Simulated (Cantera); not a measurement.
Feed: 1 mol Cu₂O, 1.2 mol CH₄, 0.28 mol N₂, 0.92 mol C, held at 760000 Pa.

Equilibrium computed with Cantera from the NASA thermochemical tables; the gas is ideal and each condensed phase is pure. Candidate condensed phases: C, C₆H₆, C₇H₈, C₈H₁₈, Cu, CuO, Cu(OH)₂, Cu₂O, H₂O; 139 gas species. The numbers say what is thermodynamically allowed, not how fast it happens.

x: gas mole fraction; n: condensed amount in mol.

| T (K) | x H₂ | x CO | x H₂O | x CH₄ | x N₂ | x CO₂ | x NH₃ | n C(graphite) | n Cu(s) | n Cu(l) |
|---|---|---|---|---|---|---|---|---|---|---|
| 898 | 0.307 | 0.0399 | 0.235 | 0.229 | 0.117 | 0.0711 | … | 1.30 | 2.00 | 0 |
| 998 | 0.441 | 0.109 | 0.150 | 0.144 | 0.102 | 0.0537 | … | 1.28 | 2.00 | 0 |
| 1098 | 0.536 | 0.195 | 0.0730 | 0.0798 | 0.0896 | 0.0263 | … | 1.18 | 2.00 | 0 |
| 1198 | 0.590 | 0.246 | 0.0294 | 0.0425 | 0.0821 | 0.00897 | … | 1.11 | 2.00 | 0 |
| 1298 | 0.619 | 0.265 | 0.0116 | 0.0232 | 0.0789 | 0.00282 | … | 1.09 | 2.00 | 0 |
| 1398 | 0.633 | 0.270 | 0.00492 | 0.0133 | 0.0775 | 0.000971 | … | 1.09 | 0 | 2.00 |
| 1498 | 0.641 | 0.272 | 0.00230 | 0.00809 | 0.0768 | 0.000379 | … | 1.10 | 0 | 2.00 |

**Question.** Some entries are withheld; supply them.

**Answer.** 
- 898, x NH₃: 0.000543
- 998, x NH₃: 0.000420
- 1098, x NH₃: 0.000287
- 1198, x NH₃: 0.000191
- 1298, x NH₃: 0.000130
- 1398, x NH₃: 9.17e-5
- 1498, x NH₃: 6.73e-5
